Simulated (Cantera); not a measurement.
Feed: 1 mol Fe₂O₃, 0.14 mol H₂S, 6.3 mol O₂, held at 405 Torr.

These are equilibrium values from Cantera (NASA tables, ideal gas, pure condensed phases), not measurements of a reactor. Candidate condensed phases: Fe, FeO, Fe(OH)₂, Fe(OH)₃, FeS, FeSO₄, FeS₂, Fe₂O₃, Fe₂(SO₄)₃, Fe₃O₄, H₂O, H₂SO₄, S; 22 gas species. Kinetics and transport are ignored.

log p: log10 of the partial pressure in bar; n: condensed amount in mol.

```tsv
T (K)	log p O₂	log p H₂O	log p SO₂	log p SO₃	log p OH	log p H₂SO₄	n Fe₂O₃(s)	n Fe₂(SO₄)₃(s)
800	-0.28	-1.91	-4.32	-2.93	-9.42	-6.01	0.958	0.0420
850	-0.28	-1.92	-3.23	-2.21	-8.80	-5.65	0.980	0.0205
900	-0.29	-1.92	-2.68	-2.00	-8.25	-5.77	1.00	0
950	-0.29	-1.92	…	…	…	…	1.00	0
1000	-0.29	-1.92	-2.28	-2.17	-7.30	-6.46	1.00	0
1050	-0.29	-1.92	…	…	…	…	1.00	0
1100	-0.29	-1.92	-2.08	-2.43	-6.53	-7.15	1.00	0
1150	-0.29	-1.92	-2.03	-2.58	-6.20	-7.48	1.00	0
1200	-0.29	-1.92	-2.00	-2.73	-5.89	-7.79	1.00	0
1250	-0.29	-1.93	-1.98	-2.88	-5.61	-8.09	1.00	0
1300	-0.29	-1.93	-1.96	-3.02	-5.34	-8.37	1.00	0
1350	-0.29	-1.93	-1.95	-3.15	-5.10	-8.63	1.00	0
1400	-0.29	-1.93	-1.95	-3.28	-4.88	-8.87	1.00	0
```

Question: Fill in the missing entries.

Answer: 
- 950, log p SO₂: -2.45
- 950, log p SO₃: -2.07
- 950, log p OH: -7.75
- 950, log p H₂SO₄: -6.12
- 1050, log p SO₂: -2.16
- 1050, log p SO₃: -2.29
- 1050, log p OH: -6.90
- 1050, log p H₂SO₄: -6.81
